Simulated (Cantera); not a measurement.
An adiabatic, constant-pressure homogeneous reactor starts with CH₄ : H₂ : O₂ : N₂ = 1 : 0.18 : 1.61 : 6.04 (molar parts), equivalence ratio 1.3, at 1075 K and 4.93 atm. Integrator tolerance rtol = 1e-08.

Cantera simulation using GRI-Mech 3.0 (53 species, 325 reactions); the numbers are that mechanism's predictions, not measurements.

Q: What does this change do: initial temperature 1075 to 1500 K?

A: 
```json
[
 {"quantity": "time of steepest temperature rise", "before": "7.03 ms", "after": "0.180 ms"},
 {"quantity": "temperature at 0.100 s", "before": "2624 K", "after": "2864 K"},
 {"quantity": "equilibrium temperature", "before": "2624 K", "after": "2864 K"},
 {"quantity": "x(CH₄) at 0.100 s", "before": "1.21e-12 (gas-phase equilibrium 1.40e-12)", "after": "<1e-12 (gas-phase equilibrium <1e-12)"},
 {"quantity": "x(H₂) at 0.100 s", "before": "0.0421 (gas-phase equilibrium 0.0421)", "after": "0.0449 (gas-phase equilibrium 0.0449)"},
 {"quantity": "x(O₂) at 0.100 s", "before": "0.000453 (gas-phase equilibrium 0.000453)", "after": "0.00242 (gas-phase equilibrium 0.00242)"},
 {"quantity": "x(CO₂) at 0.100 s", "before": "0.0440 (gas-phase equilibrium 0.0440)", "after": "0.0381 (gas-phase equilibrium 0.0381)"},
 {"quantity": "x(HO₂) at 0.100 s", "before": "4.00e-7 (gas-phase equilibrium 4.00e-7)", "after": "2.29e-6 (gas-phase equilibrium 2.29e-6)"},
 {"quantity": "x(C₂H) at 0.100 s", "before": "<1e-12 (gas-phase equilibrium <1e-12)", "after": "<1e-12 (gas-phase equilibrium <1e-12)"}
]
```

Q: What does this change do: N2 6.04 to 15 parts?

A: 
```json
[
 {"quantity": "time of steepest temperature rise", "before": "7.03 ms", "after": "16.2 ms"},
 {"quantity": "temperature at 0.100 s", "before": "2624 K", "after": "1963 K"},
 {"quantity": "equilibrium temperature", "before": "2624 K", "after": "1963 K"},
 {"quantity": "x(CH₄) at 0.100 s", "before": "1.21e-12 (gas-phase equilibrium 1.40e-12)", "after": "5.74e-12 (gas-phase equilibrium 6.45e-12)"},
 {"quantity": "x(H₂) at 0.100 s", "before": "0.0421 (gas-phase equilibrium 0.0421)", "after": "0.0239 (gas-phase equilibrium 0.0239)"},
 {"quantity": "x(O₂) at 0.100 s", "before": "0.000453 (gas-phase equilibrium 0.000453)", "after": "1.54e-7 (gas-phase equilibrium 1.54e-7)"},
 {"quantity": "x(CO₂) at 0.100 s", "before": "0.0440 (gas-phase equilibrium 0.0440)", "after": "0.0261 (gas-phase equilibrium 0.0261)"},
 {"quantity": "x(HO₂) at 0.100 s", "before": "4.00e-7 (gas-phase equilibrium 4.00e-7)", "after": "8.92e-11 (gas-phase equilibrium 8.93e-11)"},
 {"quantity": "x(C₂H) at 0.100 s", "before": "<1e-12 (gas-phase equilibrium <1e-12)", "after": "<1e-12 (gas-phase equilibrium <1e-12)"}
]
```
